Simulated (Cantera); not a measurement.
**Equilibrium for abatement and gas-phase synthesis: S + O2 + H2**

A closed system holds: 1 mol S, 2.2 mol O2, 2.3 mol H2, at 75.0 Torr.

Equilibrium computed with Cantera from the NASA thermochemical tables; the gas is ideal and each condensed phase is pure. Candidate condensed phases: H2O, H2SO4, S; 19 gas species. The numbers say what is thermodynamically allowed, not how fast it happens.

```tsv
T (K)	x H2O	x SO2	x H	x H2	x OH	x O2	x O	x SO
1700	0.686	0.298	8.82e-6	0.000358	0.000872	0.0148	1.72e-5	4.69e-5
1800	0.684	0.298	3.49e-5	0.000952	0.00166	0.0150	4.71e-5	0.000153
1900	0.681	0.297	0.000119	0.00226	0.00295	0.0154	0.000117	0.000433
2000	0.676	0.296	0.000356	0.00481	0.00501	0.0165	0.000272	0.00108
2100	0.667	0.293	0.000945	0.00919	0.00816	0.0185	0.000598	0.00240
2200	0.652	0.289	0.00225	0.0159	0.0128	0.0218	0.00126	0.00478
2300	0.631	0.282	0.00487	0.0253	0.0195	0.0266	0.00256	0.00862
2400	0.600	0.271	0.00973	0.0374	0.0287	0.0332	0.00500	0.0143
2500	0.560	0.256	0.0181	0.0518	0.0405	0.0413	0.00932	0.0222
2600	0.509	0.236	0.0316	0.0677	0.0549	0.0508	0.0166	0.0322
2700	0.447	0.211	0.0520	0.0837	0.0711	0.0607	0.0281	0.0441
2800	0.376	0.181	0.0809	0.0977	0.0874	0.0702	0.0455	0.0568
2900	0.299	0.148	0.119	0.107	0.102	0.0776	0.0699	0.0690
```
x: gas mole fraction; nothing condenses.

From 1700 K to 2900 K nothing is condensed.
